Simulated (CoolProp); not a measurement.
Model: reference Helmholtz-energy equation of state, Zhou 2011, in CoolProp.

Q: For dimethyl carbonate, give the phase and the density (kg/m³), speed of sound (m/s), fugacity coefficient at 201.45 °C and 3970 kPa; 249.05 °C and 3970 kPa; 283.05 °C and 3970 kPa.

A: 
- 201.45 °C and 3970 kPa: liquid; density 802, speed of sound 572, fugacity coefficient 0.314
- 249.05 °C and 3970 kPa: liquid; density 686, speed of sound 367, fugacity coefficient 0.575
- 283.05 °C and 3970 kPa: gas; density 126, speed of sound 149, fugacity coefficient 0.727
